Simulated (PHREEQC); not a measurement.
Dissolve 0.55 mol Mg(NO3)2 per kg of water at 20 °C. Closed to the air; pH follows from the charge balance.

Model: ion-association model, phreeqc.dat, run in PHREEQC.

The ionic strength is 1.65 mol/kgw, the activity of water is 0.972 and the density is 1.056 g/cm³.

```
species  molality  activity   log γ
-------  --------  --------  ------
NO3-         1.10     0.568  -0.287
Mg+2        0.550     0.193  -0.454
H+        9.47e-7   6.93e-7  -0.136
MgOH+     9.29e-7   6.23e-7  -0.174
OH-       1.76e-8   9.61e-9  -0.263
```

No solid was allowed to form. Caution: at this ionic strength the ion-association model is outside its range; a Pitzer model would be the better tool where its parameters exist. Species that the database lacks are ignored.
